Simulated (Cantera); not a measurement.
Carbothermic reduction: Ta₂O₅ + C + CO + CH₄

A closed system holds: 1 mol Ta₂O₅, 0.37 mol C, 0.077 mol CO, 5 mol CH₄, equilibrated at 7.50 Torr.

Equilibrium computed with Cantera from the NASA thermochemical tables; the gas is ideal and each condensed phase is pure. Candidate condensed phases: C, C₆H₆, C₇H₈, C₈H₁₈, H₂O, Ta, TaC, Ta₂O₅; 113 gas species. Mutual solubility and eutectic melting of coexisting phases are not modelled. TaC: taken at fixed stoichiometry. Condensed phases not in the tables: Ta₂C. Rates play no part.

At 1023 K the condensed part is C(graphite) + TaC(s) + Ta₂O₅(s). From 1123 K to 1923 K the condensed part is TaC(s) + Ta₂O₅(s).

```csv
T (K),x H₂,x CO,x H,x H₂O,n C(graphite),n TaC(s),n Ta₂O₅(s)
1023,0.917,0.0817,3.97e-8,0.000205,4.22,0.326,0.837
1123,0.718,0.281,3.61e-7,0.000320,0,1.54,0.232
1223,0.718,0.281,2.55e-6,0.000420,0,1.54,0.232
1323,0.718,0.281,1.34e-5,0.000526,0,1.54,0.232
1423,0.718,0.281,5.63e-5,0.000636,0,1.54,0.231
1523,0.718,0.281,0.000196,0.000746,0,1.54,0.231
1623,0.718,0.281,0.000586,0.000855,0,1.54,0.231
1723,0.717,0.281,0.00154,0.000961,0,1.54,0.231
1823,0.715,0.280,0.00366,0.00106,0,1.54,0.231
1923,0.711,0.280,0.00794,0.00116,0,1.54,0.230
```
x: gas mole fraction; n: condensed amount in mol.
